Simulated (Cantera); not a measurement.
A perfectly stirred reactor is fed with 0.266 % CH4, 1.38 % O2, 98.4 % N2, equivalence ratio 0.39, at 7500 Torr; it is held at 1225 K, and followed from long to short residence time.

Cantera simulation using GRI-Mech 3.0 (53 species, 325 reactions); the numbers are that mechanism's predictions, not measurements.

x: mole fraction; the columns are a selection and need not sum to one.

```tsv
τ (s)	x CH4	x O2	x NO	x C2H4	x CH3	x NO2
0.37	4.01e-5	0.00869	2.26e-8	7.86e-7	5.35e-7	2.31e-8
0.16	7.11e-5	0.00885	1.56e-8	1.46e-6	8.57e-7	1.27e-8
0.072	0.000123	0.00910	8.94e-9	2.75e-6	1.36e-6	5.73e-9
0.032	(withheld)	0.00947	(withheld)	(withheld)	(withheld)	(withheld)
0.014	0.000411	0.0101	1.66e-9	1.28e-5	3.62e-6	6.64e-10
0.0064	(withheld)	(withheld)	5.16e-10	(withheld)	(withheld)	1.82e-10
0.0028	0.00265	0.0138	<1e-12	6.42e-9	3.30e-7	<1e-12
0.0013	0.00266	0.0138	<1e-12	4.59e-10	1.39e-7	<1e-12
```

Question: What belongs in the gaps?

Answer: 
- 0.032, x CH4: 0.000218
- 0.032, x NO: 4.25e-9
- 0.032, x C2H4: 5.65e-6
- 0.032, x CH3: 2.20e-6
- 0.032, x NO2: 2.12e-9
- 0.0064, x CH4: 0.000799
- 0.0064, x O2: 0.0110
- 0.0064, x C2H4: 2.88e-5
- 0.0064, x CH3: 5.64e-6
